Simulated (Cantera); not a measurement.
# FeS2 + H2 + H2O (hydrogen reduction and annealing atmospheres)

Feed: 1 mol FeS2, 600 mol H2, 2.8 mol H2O, held at 96.0 Pa.

Cantera equilibrium calculation (NASA polynomials, part measured and part estimated; ideal gas, pure solids and liquids). Candidate condensed phases: Fe, FeO, Fe(OH)2, Fe(OH)3, FeS, FeSO4, FeS2, Fe2O3, Fe2(SO4)3, Fe3O4, H2O, H2SO4, S; 22 gas species. Mutual solubility and eutectic melting of coexisting phases are not modelled. FeS: taken at fixed stoichiometry. Gases not in the tables: S3 to S7. The numbers say what is thermodynamically allowed, not how fast it happens.

From 775 K to 925 K the condensed part is FeS(s). At 1075 K the condensed part is Fe(α) + FeS(s). From 1225 K to 1525 K the condensed part is Fe(γ). From 1675 K to 2125 K nothing is condensed.

| T (K) | log p H2 | log p H | log p H2O | log p H2S | log p S | log p Fe | log p SH | n FeS(s) | n Fe(α) | n Fe(γ) |
|---|---|---|---|---|---|---|---|---|---|---|
| 775 | -3.02 | -13.51 | -5.35 | -5.80 | <-15 | <-15 | -12.00 | 1.00 | 0 | 0 |
| 925 | -3.02 | -11.09 | -5.35 | -5.80 | -14.36 | <-15 | -10.20 | 1.00 | 0 | 0 |
| 1075 | -3.02 | -9.34 | -5.35 | -5.74 | -11.89 | -12.35 | -8.85 | 0.847 | 0.153 | 0 |
| 1225 | -3.02 | -8.02 | -5.35 | -5.51 | -9.84 | -9.95 | -7.64 | 0 | 0 | 1.000 |
| 1375 | -3.02 | -6.98 | -5.35 | -5.56 | -8.47 | -8.09 | -6.93 | 0 | 0 | 0.995 |
| 1525 | -3.02 | -6.14 | -5.35 | -5.71 | -7.46 | -6.60 | -6.45 | 0 | 0 | 0.841 |
| 1675 | -3.02 | -5.45 | -5.35 | -5.92 | -6.73 | -5.80 | -6.16 | 0 | 0 | 0 |
| 1825 | -3.03 | -4.87 | -5.36 | -6.20 | -6.21 | -5.80 | -6.01 | 0 | 0 | 0 |
| 1975 | -3.04 | -4.38 | -5.37 | -6.55 | -5.88 | -5.81 | -6.00 | 0 | 0 | 0 |
| 2125 | -3.07 | -3.98 | -5.39 | -6.99 | -5.71 | -5.82 | -6.12 | 0 | 0 | 0 |
log p: log10 of the partial pressure in bar; n: condensed amount in mol.
